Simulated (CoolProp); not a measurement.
The fluid at 496.73 K and 0.151 MPa expands adiabatically to 0.0311 MPa with isentropic efficiency 0.7. The same conditions are run with several fluids, on thermodynamics alone (safety and materials aside).

Computed with CoolProp (reference Helmholtz-energy equation of state of each fluid (carbonyl sulfide: Lemmon 2006; n-hexane: Thol 2019; p-xylene: Zhou 2012; benzene: Thol 2012; ethylbenzene: Zhou 2012)).

```json
[
 {"fluid": "carbonyl sulfide", "work (kJ/kg)": "66.3", "final temperature (K)": "412.4", "final density (kg/m³)": "0.546"},
 {"fluid": "n-hexane", "work (kJ/kg)": "?", "final temperature (K)": "?", "final density (kg/m³)": "?"},
 {"fluid": "p-xylene", "work (kJ/kg)": "40.8", "final temperature (K)": "472.9", "final density (kg/m³)": "0.847"},
 {"fluid": "benzene", "work (kJ/kg)": "?", "final temperature (K)": "463.5", "final density (kg/m³)": "0.633"},
 {"fluid": "ethylbenzene", "work (kJ/kg)": "40.9", "final temperature (K)": "473.4", "final density (kg/m³)": "0.845"}
]
```

**Question.** What belongs in the gaps?

**Answer.** 
- n-hexane, work (kJ/kg): 50.8
- n-hexane, final temperature (K): 475.3
- n-hexane, final density (kg/m³): 0.681
- benzene, work (kJ/kg): 55.2
